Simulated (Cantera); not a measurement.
A freely propagating, adiabatic, planar premixed flame of 43.1 % H2, 12.0 % O2, 44.9 % N2, equivalence ratio 1.8, unburnt at 525 K and 64000 Pa; mixture-averaged transport, grid criteria slope 0.08 and curve 0.16, no radiation.

Computed with Cantera and the H2/O2 subset of GRI-Mech 3.0, which has no nitrogen chemistry. Burning velocities carry a grid error of a few per cent, more on coarse grids.

Task: Predict: laminar burning velocity; thermal thickness; peak x(OH); peak x(HO2); peak x(H).

Result: 
* **laminar burning velocity**: 700 cm/s
* **thermal thickness**: 0.765 mm
* **peak x(OH)**: 0.00682
* **peak x(HO2)**: 0.000227
* **peak x(H)**: 0.100
